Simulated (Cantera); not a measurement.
A Cantera script and its output.

```python
import numpy as np
import cantera as ct

gas = ct.Solution("gri30.yaml")


def delay(T, t_max=10):
    gas.TPX = T, 72000, {'CH4': 1, 'O2': 3.7, 'N2': 13.9}
    reactor = ct.IdealGasReactor(gas, clone=False)
    net = ct.ReactorNet([reactor])
    net.rtol, net.atol = 1e-8, 1e-16
    while net.time < t_max:
        t_old, T_old = net.time, reactor.T
        net.step()
        if reactor.T > T + 400:  # ignition: a rise of 400 K
            return t_old + (T + 400 - T_old) / (reactor.T - T_old) * (net.time - t_old)
    return np.nan


taus = []
for T in [1300, 1350, 1400, 1450, 1500, 1550, 1600, 1650, 1700]:
    taus.append(delay(T))
    print(f"T0 = {T:6g} K   tau = {taus[-1]:.4e} s")
```

Output:

```
T0 =   1300 K   tau = 1.0675e-02 s
T0 =   1350 K   tau = 5.7444e-03 s
T0 =   1400 K   tau = 3.2414e-03 s
T0 =   1450 K   tau = 1.9201e-03 s
T0 =   1500 K   tau = 1.1927e-03 s
T0 =   1550 K   tau = 7.7368e-04 s
T0 =   1600 K   tau = 5.2103e-04 s
T0 =   1650 K   tau = 3.6214e-04 s
T0 =   1700 K   tau = 2.5850e-04 s
```

Detailed kinetics in Cantera: GRI-Mech 3.0 (53 species, 325 reactions).
